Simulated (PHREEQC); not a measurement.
Dissolve 0.019 mol ZnSO4, 0.034 mol Na2SO4 and 5e-05 mol NiCl2 per kg of water at 75 °C. Closed to the air; pH follows from the charge balance.

Model: ion-association model, wateq4f.dat, run in PHREEQC.

```csv
quantity,before,after
pH,5.40,6.04
ionic strength (mol/kgw),0.124,0.127
Na+ (mol/kgw),0.0634,0.0643
SO4-2 (mol/kgw),0.0352,0.0358
ZnSO4 (mol/kgw),0.00928,0.00817
Zn+2 (mol/kgw),0.00773,0.00821
SI of Zincite(c) (ZnO),-0.61,-2.13
SI of Goslarite (ZnSO4:7H2O),-2.93,-2.37
```

Which change was made?
(A) temperature from 75 to 15 °C
(B) NiCl2 from 5e-05 to 0.0005 mol/kgw
(C) diluted 10-fold with water
(D) NiCl2 from 5e-05 to 5.5e-05 mol/kgw

A, temperature from 75 to 15 °C

This is a speciation only: nothing precipitates in the calculation. Away from 25 °C the constants follow the database's enthalpies or fits; those with neither stay at their 25 °C values.
